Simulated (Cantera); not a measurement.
Cantera with NASA thermochemical tables; ideal gases at 1 bar, condensed phases pure. Values are per mole of reaction as written; species without (g) are pure solids or liquids, kept so even where they would boil at 1 bar.

2 B2O3(g) + 2 B = 3 B2O2(g), with ΔH° = 303.9 kJ and ΔS° = 148.7 J/K at 300 K.

Question: How far is the shortcut ΔG° ≈ ΔH°(300 K) − T·ΔS°(300 K) from the full temperature-dependent value at 775, 825, 875, 925, 975 K?

Answer: 
| T (K) | shortcut (kJ) | full (kJ) | difference (kJ) | difference in log10 K |
|---|---|---|---|---|
| 775 | 188.6 | 186.9 | 1.8 | -0.12 |
| 825 | 181.2 | 179.2 | 1.9 | -0.12 |
| 875 | 173.7 | 171.7 | 2.1 | -0.12 |
| 925 | 166.3 | 164.1 | 2.2 | -0.12 |
| 975 | 158.9 | 156.6 | 2.3 | -0.12 |
The shortcut ignores the heat-capacity change of the reaction.
